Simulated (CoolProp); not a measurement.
The fluoroketone C6F12O (FK-5-1-12) along the isobar 1.48 MPa: Z from the reference equation and from simpler models built on Tc = 441.8 K, pc = 1.869 MPa, ω = 0.471; each cubic takes its own stable root.

Computed with CoolProp (reference Helmholtz-energy equation of state, McLinden 2015).

```csv
T (K),phase,reference
359.9,liquid,0.1111
364.6,liquid,0.1111
369.3,liquid,0.1112
374,liquid,0.1113
378.7,liquid,0.1116
383.4,liquid,0.1119
388.2,liquid,0.1124
392.9,liquid,0.1131
397.6,liquid,0.1139
402.3,liquid,0.1149
407,liquid,0.1163
411.7,liquid,0.1179
416.4,liquid,0.1201
```

Problem. How far does each simpler model (van der Waals, Soave-Redlich-Kwong, Peng-Robinson) lie from the reference over these 13 states: mean and median of the absolute difference, and the worst?

Solution. 
- van der Waals: mean 68.8 %, median 67.8 %, worst +74.7 % at 416.4 K and 1.48 MPa
- Soave-Redlich-Kwong: mean 13.8 %, median 13.1 %, worst +19.6 % at 416.4 K and 1.48 MPa
- Peng-Robinson: mean 2.1 %, median 1.9 %, worst +6.0 % at 416.4 K and 1.48 MPa
